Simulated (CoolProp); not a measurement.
Values from CoolProp's reference Helmholtz-energy equation of state, Lemmon 2006. It is a short technical equation, of lower accuracy than the large ones.

Q: Give the vapour pressure (MPa), liquid density (kg/m³), liquid cp (kJ/(kg K)), vapour Z of saturated C3F8 (R218) at 307.8, 316.3 K.

A: 
| T (K) | p (MPa) | liquid density (kg/m³) | liquid cp (kJ/(kg K)) | vapour Z |
|---|---|---|---|---|
| 307.8 | 1.12 | 1260 | 1.24 | 0.719 |
| 316.3 | 1.38 | 1200 | 1.32 | 0.669 |
